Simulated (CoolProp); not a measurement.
Vapour-liquid equilibrium of R22 (1) + R114 (2) at 12.6 bar; x and y are mole fractions of (1).

The numbers come from the multi-fluid Helmholtz-energy mixture model, Kamei 1995 and Platzer 1990; pair parameters Bell 2016 in CoolProp. This equation is an older, rougher fit; its heat capacities, sound speeds and derivatives of the liquid may be far off and weren't checked against measurements.

```json
[
 {"x": "0.05", "bubble temperature (K)": "359.7", "y at the bubble point": "0.151", "dew temperature at overall composition x (K)": "364.8", "liquid density (mol/L)": "7.311"},
 {"x": "0.15", "bubble temperature (K)": "347.5", "y at the bubble point": "0.375", "dew temperature at overall composition x (K)": "359.7", "liquid density (mol/L)": "7.855"},
 {"x": "0.25", "bubble temperature (K)": "338.5", "y at the bubble point": "0.525", "dew temperature at overall composition x (K)": "354.5", "liquid density (mol/L)": "8.367"},
 {"x": "0.35", "bubble temperature (K)": "331.5", "y at the bubble point": "0.631", "dew temperature at overall composition x (K)": "349.0", "liquid density (mol/L)": "8.878"},
 {"x": "0.45", "bubble temperature (K)": "326.0", "y at the bubble point": "0.712", "dew temperature at overall composition x (K)": "343.1", "liquid density (mol/L)": "9.410"},
 {"x": "0.55", "bubble temperature (K)": "321.3", "y at the bubble point": "0.779", "dew temperature at overall composition x (K)": "336.9", "liquid density (mol/L)": "9.981"},
 {"x": "0.65", "bubble temperature (K)": "317.1", "y at the bubble point": "0.836", "dew temperature at overall composition x (K)": "330.3", "liquid density (mol/L)": "10.61"},
 {"x": "0.75", "bubble temperature (K)": "313.4", "y at the bubble point": "0.887", "dew temperature at overall composition x (K)": "323.3", "liquid density (mol/L)": "11.30"},
 {"x": "0.85", "bubble temperature (K)": "310.0", "y at the bubble point": "0.935", "dew temperature at overall composition x (K)": "316.1", "liquid density (mol/L)": "12.08"},
 {"x": "0.95", "bubble temperature (K)": "306.8", "y at the bubble point": "0.979", "dew temperature at overall composition x (K)": "308.9", "liquid density (mol/L)": "12.96"}
]
```

No azeotrope shows between x = 0.05 and 0.95.

The pair parameters rest on a limited set of measurements; away from them the model extrapolates.
